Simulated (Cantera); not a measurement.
Feed: 1 mol Si3N4, 0.61 mol O2, 2.1 mol N2, at 1502 °C.

These are equilibrium values from Cantera (NASA tables, ideal gas, pure condensed phases), not measurements of a reactor. Candidate condensed phases: Si, SiO2, Si2N2O, Si3N4; 16 gas species. Mutual solubility and eutectic melting of coexisting phases are not modelled. Rates play no part.

Question: What share of the Si ends up in condensed phases as a function of P (Pa), at 1, 3.60, 13, 46, 170, 600, 2200, 7700, 28000, 100000?

Answer: 
```json
[
 {"P (Pa)": "1", "Si condensed (%)": "8.3", "as": "Si(l)"},
 {"P (Pa)": "3.60", "Si condensed (%)": "47.5", "as": "Si(l)"},
 {"P (Pa)": "13", "Si condensed (%)": "56.2", "as": "Si(l)"},
 {"P (Pa)": "46", "Si condensed (%)": "58.4", "as": "Si(l)"},
 {"P (Pa)": "170", "Si condensed (%)": "59.1", "as": "Si(l)"},
 {"P (Pa)": "600", "Si condensed (%)": "96.1", "as": "Si(l) + Si2N2O(s)"},
 {"P (Pa)": "2200", "Si condensed (%)": "99.5", "as": "Si2N2O(s) + Si3N4(s)"},
 {"P (Pa)": "7700", "Si condensed (%)": "99.9", "as": "Si2N2O(s) + Si3N4(s)"},
 {"P (Pa)": "28000", "Si condensed (%)": "100.0", "as": "Si2N2O(s) + Si3N4(s)"},
 {"P (Pa)": "100000", "Si condensed (%)": "100.0", "as": "Si2N2O(s) + Si3N4(s)"}
]
```
